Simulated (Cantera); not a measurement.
# Adiabatic ignition

An adiabatic, constant-volume homogeneous reactor starts with H₂ : O₂ : N₂ = 1 : 1.22 : 4.59 (molar parts), equivalence ratio 0.41, at 1650 K and 3.20 bar.

Detailed kinetics in Cantera: the H2/O2 subset of GRI-Mech 3.0, which has no nitrogen chemistry. The hydrogen kinetics of GRI-Mech 3.0 are dated; newer H2 mechanisms differ, most at raised pressure.

```csv
t (s),T (K),P (bar),x H₂,x O₂,x H₂O,x H₂O₂,x O
5.00e-6,2207,4.14,0.0134,0.101,0.116,1.03e-6,0.0275
1.47e-5,2660,4.85,0.00461,0.106,0.140,8.35e-7,0.00858
4.31e-5,2721,4.94,0.00316,0.107,0.144,1.14e-6,0.00586
0.000126,2721,4.94,0.00316,0.107,0.144,1.14e-6,0.00586
0.000371,2721,4.94,0.00316,0.107,0.144,1.14e-6,0.00586
0.00109,2721,4.94,0.00316,0.107,0.144,1.14e-6,0.00586
0.00320,2721,4.94,0.00316,0.107,0.144,1.14e-6,0.00586
0.00938,2721,4.94,0.00316,0.107,0.144,1.14e-6,0.00586
0.0275,2721,4.94,0.00316,0.107,0.144,1.14e-6,0.00586
0.0808,2721,4.94,0.00316,0.107,0.144,1.14e-6,0.00586
0.237,2721,4.94,0.00316,0.107,0.144,1.14e-6,0.00586
0.696,2721,4.94,0.00316,0.107,0.144,1.14e-6,0.00586
2.04,2721,4.94,0.00316,0.107,0.144,1.14e-6,0.00586
6.00,2721,4.94,0.00316,0.107,0.144,1.14e-6,0.00586
```
x: mole fraction; the columns are a selection and need not sum to one.

```
Property                                                             Value
---------------------------------  ---------------------------------------
time of steepest temperature rise                                  3.07 µs
temperature at 6.00 s                                               2721 K
equilibrium temperature                                             2721 K
x(H₂) at 6.00 s                    0.00316 (gas-phase equilibrium 0.00316)
x(O₂) at 6.00 s                        0.107 (gas-phase equilibrium 0.107)
x(H₂O) at 6.00 s                       0.144 (gas-phase equilibrium 0.144)
```
